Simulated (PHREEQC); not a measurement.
Consider water at 25 °C with 0.016 mol/kgw H2SO4 and 0.14 mol/kgw CuCl2. It is in equilibrium with CO2 at log p = 0 (atm). Otherwise closed; pH follows from the charge balance.

Computed with PHREEQC (ion-association model, phreeqc.dat).

| quantity | before | after |
|---|---|---|
| ionic strength (mol/kgw) | 0.388 | 0.203 |
| SO4-2 (mol/kgw) | 0.00546 | 0.00315 |
| HSO4- (mol/kgw) | 0.00362 | 0.00139 |
| (CO2)2 (mol/kgw) | 1.92e-5 | 2.01e-5 |
| HCO3- (mol/kgw) | 9.63e-7 | 1.73e-6 |

Problem. Which change was made?
(A) H2SO4 replaced by Fe2(SO4)3 at the same molality
(B) diluted 2-fold with water
(C) CuCl2 from 0.14 to 0.21 mol/kgw
(D) temperature from 25 to 30 °C
(E) CuCl2 from 0.14 to 0.154 mol/kgw

Solution. B, diluted 2-fold with water

Precipitation was switched off in this run.
